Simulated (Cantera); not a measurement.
Input: 1 mol Cu, 0.1 mol NH3, 4.5 mol H2, at 1473 K and 0.000660 bar.

These are equilibrium values from Cantera (NASA tables, ideal gas, pure condensed phases), not measurements of a reactor. Candidate condensed phases: Cu; 11 gas species. The numbers say what is thermodynamically allowed, not how fast it happens.

Base state: H2 0.981, N2 0.0106, Cu 0.00784, H 0.000488 (mole fractions); condensed: Cu(l).

### Question
What changes in the equilibrium state with this change: NH3 from 0.1 to 5.7 mol?

### Answer
```csv
species,before,after
H2,0.981,0.814
N2,0.0106,0.178
Cu,0.00784,0.00784
H,0.000488,0.000444
"Cu(l), mol",0.963,0.874
```

### Question
What changes in the equilibrium state with this change: temperature from 1473 K to 1923 K?

### Answer
| species | before | after |
|---|---|---|
| H2 | 0.981 | 0.786 |
| Cu | 0.00784 | 0.173 |
| H | 0.000488 | 0.0325 |
| N2 | 0.0106 | 0.00863 |
| Cu2 | 2.57e-6 | 3.02e-5 |
| Cu(l), mol | 0.963 | 0 |
